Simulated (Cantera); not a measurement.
Feed: 1 mol MgF2, a varied amount of H2O, 27 mol H2, at 1000 Pa.

Cantera equilibrium calculation (NASA polynomials, part measured and part estimated; ideal gas, pure solids and liquids). Candidate condensed phases: H2O, Mg, MgF2, MgO, Mg(OH)2; 31 gas species. Mutual solubility and eutectic melting of coexisting phases are not modelled. Kinetics and transport are ignored.

Stable condensed phases, one row left out:

```
T in K \ n(H2O) in mol
         0.083  0.11  0.15  0.21  0.28  0.39  0.52  0.71  0.97   1.3
   1925      A     A     A     A     A     A     B     B     B     B
   1725      B     B     B     B     B     B     B     B     B     B
   1625      B     B     B     B     B     B     B     B     B     B
   1525      C     C     C     C     C     C     C     C     B     B
   1425      C     C     C     C     C     C     C     C     C     B
   1325      C     C     C     C     C     C     C     C     C     B
   1225      C     C     C     C     C     C     C     C     C     C
   1125      C     C     C     C     C     C     C     C     C     C
```

A: gas only; B: MgO; C: MgF2 + MgO.

Task: Give the row for 1825 K.

Result: 0.083: gas only; 0.11: MgO; 0.15: MgO; 0.21: MgO; 0.28: MgO; 0.39: MgO; 0.52: MgO; 0.71: MgO; 0.97: MgO; 1.3: MgO.
